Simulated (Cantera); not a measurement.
Input (Python, Cantera) and output of one run.

```python
import numpy as np
import cantera as ct

gas_names = [...]  # 113 gases of nasa_gas.yaml made of C, H, O, Pb
cond_names = """
    C(gr) C6H6(L) C7H8(L) C8H18(L),n-octa H2O(s) H2O(L) Pb(cr) Pb(L) PbO(rd) PbO(yw) PbO(L) PbO2(s)
    Pb3O4(s)
""".split()


# ... load() reads the species with a 1 bar reference pressure and builds the phases ...
atoms = {
    'PbO': {'Pb': 1, 'O': 1},
    'CH4': {'C': 1, 'H': 4},
    'H2': {'H': 2},
}
top_T = {'C(gr)': 4500, 'Pb3O4(s)': 820}  # K; cautious upper limits of use, not melting points


# ... equilibrate(T, P, feed) seeds the gas with the atoms and calls Mixture.equilibrate('TP', solver="vcs", rtol=1e-11, max_steps=5000) ...
results = []
P = 13332.2  # Pa
for T in [975, 1125, 1275, 1425, 1575, 1725, 1875, 2025, 2175]:
    for m in [0.57, 0.69, 0.84, 1, 1.2, 1.5, 1.8, 2.2, 2.6, 3.2, 3.8, 4.6]:
        feed = {'PbO': 1, 'CH4': m, 'H2': 19}  # mol
        mix = equilibrate(T, P, feed)
        results.append((T, P, feed, dict(zip(mix.species_names, mix.species_moles))))

for T, P, feed, n in results:
    print(f"{T:7g} {feed['CH4']:10.4g}  " + (" + ".join(c for c in cond_names if n.get(c, 0) > 1e-12) or "gas only"))
```

It prints:

```
    975       0.57  Pb(L)
    975       0.69  Pb(L)
    975       0.84  Pb(L)
    975          1  Pb(L)
    975        1.2  Pb(L)
    975        1.5  C(gr) + Pb(L)
    975        1.8  C(gr) + Pb(L)
    975        2.2  C(gr) + Pb(L)
    975        2.6  C(gr) + Pb(L)
    975        3.2  C(gr) + Pb(L)
    975        3.8  C(gr) + Pb(L)
    975        4.6  C(gr) + Pb(L)
   1125       0.57  Pb(L)
   1125       0.69  Pb(L)
   1125       0.84  Pb(L)
   1125          1  Pb(L)
   1125        1.2  C(gr) + Pb(L)
   1125        1.5  C(gr) + Pb(L)
   1125        1.8  C(gr) + Pb(L)
   1125        2.2  C(gr) + Pb(L)
   1125        2.6  C(gr) + Pb(L)
   1125        3.2  C(gr) + Pb(L)
   1125        3.8  C(gr) + Pb(L)
   1125        4.6  C(gr) + Pb(L)
   1275       0.57  Pb(L)
   1275       0.69  Pb(L)
   1275       0.84  Pb(L)
   1275          1  Pb(L)
   1275        1.2  C(gr) + Pb(L)
   1275        1.5  C(gr) + Pb(L)
   1275        1.8  C(gr) + Pb(L)
   1275        2.2  C(gr) + Pb(L)
   1275        2.6  C(gr) + Pb(L)
   1275        3.2  C(gr) + Pb(L)
   1275        3.8  C(gr) + Pb(L)
   1275        4.6  C(gr) + Pb(L)
   1425       0.57  gas only
   1425       0.69  gas only
   1425       0.84  gas only
   1425          1  gas only
   1425        1.2  C(gr)
   1425        1.5  C(gr)
   1425        1.8  C(gr)
   1425        2.2  C(gr)
   1425        2.6  C(gr)
   1425        3.2  C(gr)
   1425        3.8  C(gr)
   1425        4.6  C(gr)
   1575       0.57  gas only
   1575       0.69  gas only
   1575       0.84  gas only
   1575          1  gas only
   1575        1.2  C(gr)
   1575        1.5  C(gr)
   1575        1.8  C(gr)
   1575        2.2  C(gr)
   1575        2.6  C(gr)
   1575        3.2  C(gr)
   1575        3.8  C(gr)
   1575        4.6  C(gr)
   1725       0.57  gas only
   1725       0.69  gas only
   1725       0.84  gas only
   1725          1  gas only
   1725        1.2  C(gr)
   1725        1.5  C(gr)
   1725        1.8  C(gr)
   1725        2.2  C(gr)
   1725        2.6  C(gr)
   1725        3.2  C(gr)
   1725        3.8  C(gr)
   1725        4.6  C(gr)
   1875       0.57  gas only
   1875       0.69  gas only
   1875       0.84  gas only
   1875          1  gas only
   1875        1.2  C(gr)
   1875        1.5  C(gr)
   1875        1.8  C(gr)
   1875        2.2  C(gr)
   1875        2.6  C(gr)
   1875        3.2  C(gr)
   1875        3.8  C(gr)
   1875        4.6  C(gr)
   2025       0.57  gas only
   2025       0.69  gas only
   2025       0.84  gas only
   2025          1  gas only
   2025        1.2  C(gr)
   2025        1.5  C(gr)
   2025        1.8  C(gr)
   2025        2.2  C(gr)
   2025        2.6  C(gr)
   2025        3.2  C(gr)
   2025        3.8  C(gr)
   2025        4.6  C(gr)
   2175       0.57  gas only
   2175       0.69  gas only
   2175       0.84  gas only
   2175          1  gas only
   2175        1.2  C(gr)
   2175        1.5  C(gr)
   2175        1.8  C(gr)
   2175        2.2  C(gr)
   2175        2.6  C(gr)
   2175        3.2  C(gr)
   2175        3.8  C(gr)
   2175        4.6  C(gr)
```

Equilibrium computed with Cantera from the NASA thermochemical tables; the gas is ideal and each condensed phase is pure.
